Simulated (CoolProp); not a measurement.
Vapour-liquid equilibrium of CH2F2 (R32) (1) + R152A (2) at 267.8 K; x and y are mole fractions of (1).

Model: multi-fluid Helmholtz-energy mixture model, Tillner-Roth 1997 and Outcalt 1996; pair parameters Bell 2016, in CoolProp.

| x | bubble pressure (bar) | y at the bubble point | dew pressure at overall composition x (bar) | liquid density (mol/L) |
|---|---|---|---|---|
| 0.05 | 2.402 | ? | 2.250 | 14.92 |
| 0.2 | 3.094 | 0.419 | 2.533 | 15.63 |
| 0.35 | 3.781 | 0.603 | 2.893 | 16.39 |
| 0.5 | 4.467 | ? | 3.365 | 17.22 |
| 0.65 | 5.159 | 0.833 | 4.005 | 18.13 |
| 0.8 | 5.862 | 0.913 | ? | 19.13 |
| 0.95 | 6.581 | 0.980 | ? | 20.24 |

Some entries are withheld; supply them.


- 0.05, y at the bubble point: 0.135
- 0.5, y at the bubble point: 0.733
- 0.8, dew pressure at overall composition x (bar): 4.909
- 0.95, dew pressure at overall composition x (bar): 6.242

No azeotrope shows between x = 0.05 and 0.95.

The pair parameters rest on a limited set of measurements; away from them the model extrapolates.
